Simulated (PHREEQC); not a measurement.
3.7 g of hydrous ferric oxide (600 m²/g; 0.2 weak and 0.005 strong sites per Fe, Dzombak-Morel constants, diffuse double layer) in 1 kg of water with 0.005 mol/kgw of an inert sodium salt and 0.039 mmol/kgw SrCl2, at 25 °C; the pH is set by adding NaOH or the inert anion's acid. Oxygen is held at 0.21 atm. The system is closed to CO2. Nothing may precipitate in this run.

Equilibrium calculation in PHREEQC: ion-association model, wateq4f.dat.

| pH | Sr sorbed (%) | surface charge σ (C/m²) | surface potential ψ (mV) |
|---|---|---|---|
| 4 | 0.0 | 0.201 | 189 |
| 4.38 | 0.0 | 0.156 | 178 |
| 4.75 | 0.0 | 0.118 | 166 |
| 5.12 | 0.0 | 0.088 | 152 |
| 5.5 | 0.0 | (withheld) | 136 |
| 5.88 | 0.1 | 0.044 | 119 |
| 6.25 | 0.5 | 0.030 | (withheld) |
| 6.62 | 2.0 | 0.020 | (withheld) |
| 7 | 8.8 | 0.013 | 62 |
| 7.38 | 31.7 | 0.008 | (withheld) |
| 7.75 | 67.9 | 0.004 | (withheld) |
| 8.12 | 90.9 | 0.000 | 0 |
| 8.5 | 98.1 | -0.004 | (withheld) |
| 8.88 | 99.6 | -0.008 | -42 |
| 9.25 | 99.9 | -0.013 | (withheld) |
| 9.62 | 100.0 | -0.020 | -82 |
| 10 | 100.0 | -0.031 | -102 |

Problem. Fill in the missing entries.

Solution. 
- 5.5, surface charge σ (C/m²): 0.063
- 6.25, surface potential ψ (mV): 101
- 6.62, surface potential ψ (mV): 82
- 7.38, surface potential ψ (mV): 41
- 7.75, surface potential ψ (mV): 21
- 8.5, surface potential ψ (mV): -21
- 9.25, surface potential ψ (mV): -63
